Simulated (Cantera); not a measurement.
Input: 1 mol MgO, 5.3 mol C, 0.11 mol H₂, equilibrated at 28.0 Pa.

Cantera equilibrium calculation (NASA polynomials, part measured and part estimated; ideal gas, pure solids and liquids). Candidate condensed phases: C, C₆H₆, C₇H₈, C₈H₁₈, H₂O, Mg, MgCO₃, MgO, Mg(OH)₂; 116 gas species. The tables' values for MgH are old estimates; treat these amounts as uncertain. Rates play no part.

x: gas mole fraction; n: condensed amount in mol.

| T (K) | x CO | x Mg | x H | x H₂ | x C₃ | n C(graphite) |
|---|---|---|---|---|---|---|
| 1748 | 0.473 | 0.473 | 0.00307 | 0.0505 | 7.95e-11 | 4.30 |
| 1848 | 0.472 | 0.472 | 0.00697 | 0.0484 | 1.71e-9 | 4.30 |
| 1948 | 0.471 | 0.471 | 0.0143 | 0.0446 | 2.65e-8 | 4.30 |
| 2048 | 0.468 | 0.468 | [?] | [?] | [?] | 4.30 |
| 2148 | 0.464 | 0.464 | 0.0428 | 0.0295 | 2.93e-6 | 4.30 |
| 2248 | 0.459 | 0.459 | 0.0616 | 0.0197 | 2.23e-5 | 4.30 |
| 2348 | 0.455 | 0.455 | 0.0778 | 0.0111 | 0.000142 | 4.30 |
| 2448 | 0.452 | 0.452 | 0.0884 | [?] | [?] | 4.29 |
| 2548 | 0.449 | 0.449 | 0.0935 | 0.00256 | 0.00369 | 4.27 |
| 2648 | 0.441 | 0.441 | 0.0946 | 0.00116 | 0.0155 | 4.18 |

**Question.** Some entries are withheld; supply them.

**Answer.** 
- 2448, x H₂: 0.00552
- 2448, x C₃: 0.000777
- 2048, x H: 0.0262
- 2048, x H₂: 0.0383
- 2048, x C₃: 3.14e-7
